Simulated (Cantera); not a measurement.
Input: 1 mol Si, 3.2 mol NF3, 1.7 mol HF, at 62.0 Pa.

Equilibrium computed with Cantera from the NASA thermochemical tables; the gas is ideal and each condensed phase is pure. Candidate condensed phases: Si, Si3N4; 37 gas species. Kinetics and transport are ignored. All values below are at 1000 K.

Base state: F 0.539, HF 0.175, N2 0.165, SiF4 0.103, F2 0.0187 (mole fractions); condensed: gas only.

**Question.** What changes in the equilibrium state with this change: pressure from 62.0 Pa to 0.130 bar?

**Answer.** 
```tsv
species	before	after
F2	0.0187	0.288
HF	0.175	0.223
N2	0.165	0.208
F	0.539	0.146
SiF4	0.103	0.131
NF3	2.62e-7	0.00374
```
